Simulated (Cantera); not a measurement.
## Adiabatic ignition

An adiabatic, constant-volume homogeneous reactor starts with 17.0 % CO, 6.30 % H2, 2.56 % CH4, 7.99 % O2, 60.7 % N2, 5.45 % CO2, at 1573 K and 4.90 bar.

Detailed kinetics in Cantera: GRI-Mech 3.0 (53 species, 325 reactions).

```json
[
 {"t (s)": "2.00e-6", "T (K)": "1573", "P (bar)": "4.90", "x CO": "0.170", "x H2": "0.0630", "x CH4": "0.0256", "x CO2": "0.0545", "x HO2": "9.45e-7", "x OH": "4.70e-7", "x HCN": "<1e-12"},
 {"t (s)": "5.87e-6", "T (K)": "1573", "P (bar)": "4.90", "x CO": "0.170", "x H2": "0.0629", "x CH4": "0.0254", "x CO2": "0.0546", "x HO2": "9.77e-6", "x OH": "9.05e-6", "x HCN": "<1e-12"},
 {"t (s)": "1.72e-5", "T (K)": "1785", "P (bar)": "5.56", "x CO": "0.174", "x H2": "0.0561", "x CH4": "0.0134", "x CO2": "0.0584", "x HO2": "0.000109", "x OH": "0.000357", "x HCN": "9.75e-8"},
 {"t (s)": "5.05e-5", "T (K)": "2621", "P (bar)": "7.98", "x CO": "0.160", "x H2": "0.0227", "x CH4": "<1e-12", "x CO2": "0.0967", "x HO2": "8.18e-7", "x OH": "0.00420", "x HCN": "6.78e-9"},
 {"t (s)": "0.000148", "T (K)": "2661", "P (bar)": "8.08", "x CO": "0.159", "x H2": "0.0225", "x CH4": "2.16e-12", "x CO2": "0.0980", "x HO2": "2.69e-7", "x OH": "0.00264", "x HCN": "2.41e-8"},
 {"t (s)": "0.000435", "T (K)": "2659", "P (bar)": "8.07", "x CO": "0.159", "x H2": "0.0226", "x CH4": "2.23e-12", "x CO2": "0.0979", "x HO2": "2.59e-7", "x OH": "0.00259", "x HCN": "3.83e-8"},
 {"t (s)": "0.00128", "T (K)": "2656", "P (bar)": "8.06", "x CO": "0.159", "x H2": "0.0227", "x CH4": "2.29e-12", "x CO2": "0.0977", "x HO2": "2.51e-7", "x OH": "0.00254", "x HCN": "6.33e-8"},
 {"t (s)": "0.00374", "T (K)": "2655", "P (bar)": "8.06", "x CO": "0.159", "x H2": "0.0227", "x CH4": "2.32e-12", "x CO2": "0.0976", "x HO2": "2.46e-7", "x OH": "0.00252", "x HCN": "7.77e-8"},
 {"t (s)": "0.0110", "T (K)": "2654", "P (bar)": "8.06", "x CO": "0.159", "x H2": "0.0227", "x CH4": "2.32e-12", "x CO2": "0.0975", "x HO2": "2.46e-7", "x OH": "0.00252", "x HCN": "7.83e-8"},
 {"t (s)": "0.0322", "T (K)": "2654", "P (bar)": "8.06", "x CO": "0.159", "x H2": "0.0227", "x CH4": "2.32e-12", "x CO2": "0.0975", "x HO2": "2.46e-7", "x OH": "0.00252", "x HCN": "7.83e-8"},
 {"t (s)": "0.0945", "T (K)": "2654", "P (bar)": "8.06", "x CO": "0.159", "x H2": "0.0227", "x CH4": "2.32e-12", "x CO2": "0.0975", "x HO2": "2.46e-7", "x OH": "0.00252", "x HCN": "7.83e-8"},
 {"t (s)": "0.277", "T (K)": "2654", "P (bar)": "8.06", "x CO": "0.159", "x H2": "0.0227", "x CH4": "2.32e-12", "x CO2": "0.0975", "x HO2": "2.46e-7", "x OH": "0.00252", "x HCN": "7.83e-8"},
 {"t (s)": "0.813", "T (K)": "2654", "P (bar)": "8.06", "x CO": "0.159", "x H2": "0.0227", "x CH4": "2.32e-12", "x CO2": "0.0975", "x HO2": "2.46e-7", "x OH": "0.00252", "x HCN": "7.83e-8"},
 {"t (s)": "2.39", "T (K)": "2654", "P (bar)": "8.06", "x CO": "0.159", "x H2": "0.0227", "x CH4": "2.32e-12", "x CO2": "0.0975", "x HO2": "2.46e-7", "x OH": "0.00252", "x HCN": "7.83e-8"},
 {"t (s)": "7.00", "T (K)": "2654", "P (bar)": "8.06", "x CO": "0.159", "x H2": "0.0227", "x CH4": "2.32e-12", "x CO2": "0.0975", "x HO2": "2.46e-7", "x OH": "0.00252", "x HCN": "7.83e-8"}
]
```
x: mole fraction; the columns are a selection and need not sum to one.

```yaml
time_of_steepest_temperature_rise: 19.6 µs
temperature at 7.00 s: 2654 K
equilibrium_temperature: 2654 K
x(CO) at 7.00 s: 0.159 (gas-phase equilibrium 0.159)
x(H2) at 7.00 s: 0.0227 (gas-phase equilibrium 0.0227)
x(CH4) at 7.00 s: 2.32e-12 (gas-phase equilibrium 2.63e-12)
```
